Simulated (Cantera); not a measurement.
A closed system holds: 1 mol AlN, 5.9 mol HCl, 50 mol H2, at 4.40 mbar.

Method: chemical equilibrium by Gibbs-energy minimisation in Cantera with the NASA 1993 tables (ideal gas, pure condensed phases). Candidate condensed phases: Al, AlCl3, AlN, NH4Cl; 20 gas species. Kinetics and transport are ignored.

Which condensed phases are stable at each of these points (T (K)): 898, 1048, 1198, 1348, 1498, 1648, 1798, 1948?


```
T (K)  condensed phases  Al condensed (%)
-----  ----------------  ----------------
898              AlN(s)               4.6
1048           gas only               0.0
1198           gas only               0.0
1348           gas only               0.0
1498           gas only               0.0
1648           gas only               0.0
1798           gas only               0.0
1948           gas only               0.0
```

At 898 K the condensed part is AlN(s). From 1048 K to 1948 K nothing is condensed.
